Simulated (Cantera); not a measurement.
Si + HCl + H2 (chlorosilane synthesis and conversion)

Input: 1 mol Si, 0.75 mol HCl, 7 mol H2, held at 0.140 bar.

Method: chemical equilibrium by Gibbs-energy minimisation in Cantera with the NASA 1993 tables (ideal gas, pure condensed phases). Candidate condensed phases: Si; 19 gas species. The tables' values for SiCl3 are old estimates; treat these amounts as uncertain. The numbers say what is thermodynamically allowed, not how fast it happens.

```json
[
 {"T (K)": "600", "log p H2": "-0.87", "log p HCl": "-5.25", "log p SiCl4": "-2.64", "log p SiHCl3": "-2.82", "n Si(s)": "0.791"},
 {"T (K)": "650", "log p H2": "-0.87", "log p HCl": "-4.76", "log p SiCl4": "-2.63", "log p SiHCl3": "-2.83", "n Si(s)": "0.791"},
 {"T (K)": "700", "log p H2": "-0.87", "log p HCl": "-4.35", "log p SiCl4": "-2.63", "log p SiHCl3": "-2.84", "n Si(s)": "0.792"},
 {"T (K)": "750", "log p H2": "-0.87", "log p HCl": "-3.99", "log p SiCl4": "-2.63", "log p SiHCl3": "-2.85", "n Si(s)": "0.793"},
 {"T (K)": "800", "log p H2": "-0.87", "log p HCl": "-3.68", "log p SiCl4": "-2.63", "log p SiHCl3": "-2.86", "n Si(s)": "0.795"},
 {"T (K)": "850", "log p H2": "-0.87", "log p HCl": "-3.41", "log p SiCl4": "-2.63", "log p SiHCl3": "-2.87", "n Si(s)": "0.797"},
 {"T (K)": "900", "log p H2": "-0.87", "log p HCl": "-3.17", "log p SiCl4": "-2.64", "log p SiHCl3": "-2.88", "n Si(s)": "0.802"},
 {"T (K)": "950", "log p H2": "-0.87", "log p HCl": "-2.96", "log p SiCl4": "-2.66", "log p SiHCl3": "-2.90", "n Si(s)": "0.808"},
 {"T (K)": "1000", "log p H2": "-0.87", "log p HCl": "-2.77", "log p SiCl4": "-2.68", "log p SiHCl3": "-2.93", "n Si(s)": "0.816"},
 {"T (K)": "1050", "log p H2": "-0.87", "log p HCl": "-2.61", "log p SiCl4": "-2.72", "log p SiHCl3": "-2.97", "n Si(s)": "0.826"},
 {"T (K)": "1100", "log p H2": "-0.87", "log p HCl": "-2.47", "log p SiCl4": "-2.78", "log p SiHCl3": "-3.02", "n Si(s)": "0.837"},
 {"T (K)": "1150", "log p H2": "-0.88", "log p HCl": "-2.34", "log p SiCl4": "-2.87", "log p SiHCl3": "-3.09", "n Si(s)": "0.849"},
 {"T (K)": "1200", "log p H2": "-0.88", "log p HCl": "-2.24", "log p SiCl4": "-2.99", "log p SiHCl3": "-3.19", "n Si(s)": "0.861"}
]
```
log p: log10 of the partial pressure in bar; n: condensed amount in mol.

From 600 K to 1200 K the condensed part is Si(s). The main Si-bearing gas is SiCl4 throughout.
